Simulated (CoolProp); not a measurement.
Computed with CoolProp (reference Helmholtz-energy equation of state, Thol 2017).

Question: For octamethyltrisiloxane (MDM), give the phase and the density (kg/m³), Joule-Thomson coefficient (K/MPa) at 87.85 °C and 1.91 MPa; 130.05 °C and 1.91 MPa; 256.65 °C and 1.91 MPa.

Answer: 
- 87.85 °C and 1.91 MPa: liquid; density 754, Joule-Thomson coefficient -0.343
- 130.05 °C and 1.91 MPa: liquid; density 709, Joule-Thomson coefficient -0.250
- 256.65 °C and 1.91 MPa: liquid; density 529, Joule-Thomson coefficient 0.824
